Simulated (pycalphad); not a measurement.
Source of the numbers: pycalphad with the COST 507 light-alloy database (1999); pressure 1 atm. The data set is of 1999 and partly superseded. Amounts are mole fractions of atoms. Diffusion is slow at the low end, where real alloys seldom reach equilibrium.

Question: Give the equilibrium state of Cu-31.75Si (at.%) at 227 °C.

Answer: 
```
T = 500.00 K, P = 101325 Pa, N = 1 mol of atoms
G = -16817 J/mol, H = 7033 J/mol, S = 47.70 J/(mol K)  (SER reference)
chemical potentials (J/mol): Cu -19702, Si -10615
phase             fraction      x(Cu)      x(Si)
CU19SI6_ETA         0.8980     0.7600     0.2400
DIAMOND_A4          0.1020       none     1.0000
```

Database names, with the compositions (at.%) that they take in these runs: CU19SI6_ETA: Cu 76 Si 24. DIAMOND_A4 is diamond (Si). An entry "none" or "no" means that the model of the phase leaves that element out.
